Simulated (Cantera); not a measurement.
Charge: 1 mol SiCl₄, 1 mol NH₃, equilibrated at 777 °C and 0.120 bar.

Cantera equilibrium calculation (NASA polynomials, part measured and part estimated; ideal gas, pure solids and liquids). Candidate condensed phases: NH₄Cl, Si, Si₃N₄; 28 gas species. The tables' values for SiCl₃ are old estimates; treat these amounts as uncertain. Kinetics and transport are ignored.

Base state: HCl 0.409, H₂ 0.277, SiCl₄ 0.218, N₂ 0.0930, SiHCl₃ 0.00154, SiCl₃ 0.000270 (mole fractions); condensed: Si₃N₄(s).

### Question
What changes in the equilibrium state with this change: NH₃ from 1 to 20 mol?

### Answer
| species | before | after |
|---|---|---|
| H₂ | 0.277 | 0.678 |
| N₂ | 0.0930 | 0.226 |
| HCl | 0.409 | 0.0965 |
| SiCl₄ | 0.218 | 6.25e-5 |
| SiCl₃ | 0.000270 | 5.13e-7 |
| SiHCl₃ | 0.00154 | 4.56e-6 |
| NH₃ | 2.27e-6 | 1.35e-5 |
| Si₃N₄(s), mol | 0.106 | 0.332 |

### Question
What changes in the equilibrium state with this change: SiCl₄ replaced by SiF₄?

### Answer
```tsv
species	before	after
H₂	0.277	0.499
SiF₄	0	0.332
N₂	0.0930	0.167
HCl	0.409	0
SiCl₄	0.218	0
SiHCl₃	0.00154	0
HF	0	0.000935
SiHF₃	0	0.000836
SiCl₃	0.000270	0
Si₃N₄(s), mol	0.106	0
```
The tables' values for SiF₃ are old estimates; treat these amounts as uncertain.

### Question
What changes in the equilibrium state with this change: temperature from 777 °C to 700 °C?

### Answer
| species | before | after |
|---|---|---|
| HCl | 0.409 | 0.391 |
| H₂ | 0.277 | 0.288 |
| SiCl₄ | 0.218 | 0.224 |
| N₂ | 0.0930 | 0.0962 |
| SiCl₃ | 0.000270 | 6.08e-5 |
| SiHCl₃ | 0.00154 | 0.000926 |
| Si₃N₄(s), mol | 0.106 | 0.101 |
